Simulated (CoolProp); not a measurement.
Vapour-liquid equilibrium of methane (1) + ethylene (2) at 169.1 K; x and y are mole fractions of (1).

Values from CoolProp's multi-fluid Helmholtz-energy mixture model, Setzmann 1991 and Smukala 2000; pair parameters Bell 2016.

```csv
x,bubble pressure (bar),y at the bubble point,dew pressure at overall composition x (bar),liquid density (mol/L)
0.05,2.253,0.563,1.049,20.35
0.125,4.096,0.766,1.138,20.49
0.2,[?],0.841,1.244,20.62
0.275,7.542,0.881,1.371,20.74
0.35,[?],0.905,1.527,20.83
0.425,10.63,0.923,1.723,20.91
0.5,12.06,0.935,1.975,20.95
0.575,13.44,0.946,2.314,20.96
0.65,14.81,0.955,2.792,20.92
0.725,16.21,[?],3.517,20.82
0.8,17.67,[?],4.744,20.64
0.875,19.28,[?],7.237,20.36
0.95,21.11,0.992,14.03,19.93
```

Problem. Some entries are withheld; supply them.

Solution. 
- 0.2, bubble pressure (bar): 5.863
- 0.35, bubble pressure (bar): 9.129
- 0.725, y at the bubble point: 0.964
- 0.8, y at the bubble point: 0.972
- 0.875, y at the bubble point: 0.981

No azeotrope shows between x = 0.05 and 0.95.

The pair parameters rest on a limited set of measurements; away from them the model extrapolates. The gap from Raoult's law changes sign with composition, which may be real or a fault of the pair parameters; it wasn't checked against measurements.
